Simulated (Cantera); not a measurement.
An isothermal, constant-pressure homogeneous reactor starts with N2O : H2O = 1 : 0.016 (molar parts), at 1148 K and 82.5 Torr.

Detailed kinetics in Cantera: GRI-Mech 3.0 (53 species, 325 reactions). GRI-Mech 3.0 was tuned for natural gas; its chemistry of N2O as a main component is partial and can be far from experiment. The mechanism lacks the step 2 NO + O2 → 2 NO2, which can matter for NO2 below about 1400 K. The temperature is held fixed by assumption; the heat of reaction is taken as removed at once.

**Question.** Predict: x(N2O) at 200 s; x(H2O) at 200 s; x(NO) at 200 s; x(O2) at 200 s; x(HO2) at 200 s.

**Answer.** 
```
Property                                           Value
---------------  ---------------------------------------
x(N2O) at 200 s   0.0102 (gas-phase equilibrium 3.27e-9)
x(H2O) at 200 s    0.0106 (gas-phase equilibrium 0.0106)
x(NO) at 200 s   0.0447 (gas-phase equilibrium 0.000149)
x(O2) at 200 s       0.304 (gas-phase equilibrium 0.330)
x(HO2) at 200 s  1.70e-9 (gas-phase equilibrium 1.92e-9)
```
